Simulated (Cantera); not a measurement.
**Thermodynamics of boron, boron nitride and boron oxide, feed borazine + H2O + N2**

Charge: 1 mol borazine, 17 mol H2O, 3.2 mol N2.

These are equilibrium values from Cantera (NASA tables, ideal gas, pure condensed phases), not measurements of a reactor. Candidate condensed phases: B, BN, B2O3, B3O3H3, H2O; 39 gas species. The feed counts by its element totals alone. Gases not in the tables: H3BO3. The numbers say what is thermodynamically allowed, not how fast it happens.

Question: Map the stable condensed phases over T = 850, 950, 1050, 1150, 1250, 1350, 1450, 1550, 1650 K and P in Pa = 10, 46, 220, 1000, 4600, 22000, 100000.

Answer: 
```
T in K \ P in Pa
             10     46    220   1000   4600  22000 100000
   1650       A      A      A      A      A      A      B
   1550       A      A      A      A      A      B      B
   1450       A      A      A      B      B      B      B
   1350       A      A      B      B      B      B      B
   1250       B      B      B      B      B      B      B
   1150       B      B      B      B      B      B      B
   1050       B      B      B      B      B      B      B
    950       B      B      B      B      B      B      B
    850       B      B      B      B      B      B      B
```
A: gas only; B: B2O3.
